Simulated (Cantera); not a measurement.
What does this Cantera script print?

```python
import numpy as np
import cantera as ct

gas_names = """
    CL CLO CL2 H HCL HNO HNO2 HNO3 HOCL HO2 H2 H2O H2O2 N NH NH2 NH3 NH2OH NO NO2 NO3 N2 N2H2 N2H4 N2O O
    OH O2 O3 Si SiCL SiCL2 SiCL3 SiCL4 SiH SiHCL3 SiH2 SiH2CL2 SiH3 SiH3CL SiH4 SiN SiO SiO2 Si2 Si2N
    Si3
""".split()
cond_names = """
    H2O(s) H2O(L) NH4CL(a) NH4CL(b) Si(cr) Si(L) SiO2(Lqz) SiO2(hqz) SiO2(L) Si2N2O(s) Si3N4(a)
""".split()


def load(file, names, dense=False):
    # The tables refer to 1 bar. Condensed volumes are neglected.
    table = {s.name: s for s in ct.Species.list_from_file(file)}
    out = []
    for n in names:
        d = dict(table[n].input_data)
        d["thermo"] = dict(d["thermo"], **{"reference-pressure": 1e5})
        if dense:
            d["equation-of-state"] = {"model": "constant-volume", "density": "1e6 g/cm^3"}
        out.append(ct.Species.from_dict(d))
    return out


gas = ct.Solution(thermo="ideal-gas", species=load("nasa_gas.yaml", gas_names))
cond = {s.name: ct.Solution(thermo="fixed-stoichiometry", species=[s], name=s.name)
        for s in load("nasa_condensed.yaml", cond_names, dense=True)}
atoms = {
    'Si3N4': {'Si': 3, 'N': 4},
    'HCl': {'H': 1, 'CL': 1},
    'H2O': {'H': 2, 'O': 1},
}
top_T = {'Si2N2O(s)': 2100, 'Si3N4(a)': 2400}  # K; cautious upper limits of use, not melting points


def equilibrate(T, P, feed):
    n = {}
    for name, mol in feed.items():
        for a, k in atoms[name].items():
            n[a] = n.get(a, 0.0) + k * mol
    gas.TPX = T, P, n
    mass = sum(n.values()) * gas.mean_molecular_weight
    gas.equilibrate("TP")
    valid = [c for c in cond.values() if c.min_temp <= T <= top_T.get(c.name, c.max_temp)]
    mix = ct.Mixture([(gas, mass / gas.mean_molecular_weight)] + [(c, 0.0) for c in valid])
    mix.T, mix.P = T, P
    mix.equilibrate("TP", solver="vcs", rtol=1e-11, max_steps=5000)
    return mix


results = []
T = 1573  # K
P = 12000  # Pa
for m in [3.5, 4.1, 4.8, 5.7, 6.7, 7.8, 9.2, 11, 13, 15, 18, 21]:
    feed = {'Si3N4': 1, 'HCl': 31, 'H2O': m}  # mol
    mix = equilibrate(T, P, feed)
    results.append((T, P, feed, dict(zip(mix.species_names, mix.species_moles))))

top = {s: max(r[3][s] / sum(r[3][g] for g in gas_names) for r in results) for s in gas_names}
cols = sorted((s for s in top if top[s] > 1e-05), key=lambda s: -top[s])[:6]
seen = [c for c in cond_names if any(r[3].get(c, 0) > 1e-12 for r in results)]
print("log10 of partial pressures in bar; condensed amounts in mol")
print(f"{'n(H2O)':>10s}" + "".join(f"{s[:9]:>10s}" for s in cols + seen))
for T, P, feed, n in results:
    ng = sum(n[g] for g in gas_names)
    print(f"{feed['H2O']:10.4g}" + "".join(f"{np.log10(max(n[s] / ng * P / 1e5, 1e-99)):10.3f}" for s in cols)
          + "".join(f"{n.get(c, 0):10.4g}" for c in seen))
```

Result:

```
log10 of partial pressures in bar; condensed amounts in mol
    n(H2O)       HCL       H2O        H2        N2     SiCL4     SiCL3 SiO2(hqz)
       3.5    -1.045    -5.261    -1.725    -2.172    -2.618    -3.058     1.743
       4.1    -1.039    -5.186    -1.727    -2.182    -2.742    -3.190     2.043
       4.8    -1.032    -5.069    -1.729    -2.193    -2.948    -3.403     2.394
       5.7    -1.023    -4.750    -1.733    -2.206    -3.554    -4.019     2.845
       6.7    -1.028    -2.675    -1.741    -2.219    -7.724    -8.189         3
       7.8    -1.040    -2.276    -1.753    -2.230    -8.569    -9.027         3
       9.2    -1.055    -2.041    -1.768    -2.245    -9.098    -9.549         3
        11    -1.073    -1.865    -1.786    -2.263    -9.522    -9.964         3
        13    -1.092    -1.739    -1.805    -2.283    -9.852   -10.285         3
        15    -1.111    -1.648    -1.824    -2.301   -10.108   -10.531         3
        18    -1.137    -1.549    -1.850    -2.327   -10.410   -10.820         3
        21    -1.162    -1.477    -1.875    -2.352   -10.654   -11.051         3
```

Cantera equilibrium calculation (NASA polynomials, part measured and part estimated; ideal gas, pure solids and liquids). The tables' values for SiCl3 are old estimates; treat these amounts as uncertain. The tables hold silica as quartz up to 1696 K and as liquid above; real silica turns to tridymite and cristobalite and melts near 1996 K. Gases not in the tables: Si(OH)4.
